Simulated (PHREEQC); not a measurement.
Dissolve 1.5 mmol/kgw CO2 at 37 °C. Closed to the air; pH follows from the charge balance.

Computed with PHREEQC (Pitzer model, pitzer.dat).

Each row changes one thing in this solution. Precipitation was switched off in this run.

```csv
case,pH,ionic strength (mol/kgw),CO2 (mol/kgw),HCO3- (mol/kgw),CO3-2 (mol/kgw)
as made,4.56,2.75e-5,0.00147,2.75e-5,5.77e-11
CO2 replaced by K2CO3 at the same molality,10.36,0.00392,4.71e-8,0.000584,(withheld)
diluted 100-fold with water,5.60,2.53e-6,1.25e-5,(withheld),5.65e-11
CO2 from 0.0015 to 0.00225 mol/kgw,4.47,3.38e-5,(withheld),3.38e-5,5.78e-11
CO2 from 0.0015 to 0.0003 mol/kgw,4.92,1.22e-5,0.000288,1.21e-5,5.72e-11
```

Complete the blanks.


- CO2 replaced by K2CO3 at the same molality, CO3-2 (mol/kgw): 0.000916
- diluted 100-fold with water, HCO3- (mol/kgw): 2.52e-6
- CO2 from 0.0015 to 0.00225 mol/kgw, CO2 (mol/kgw): 0.00222

Constants without temperature data keep their 25 °C values here.
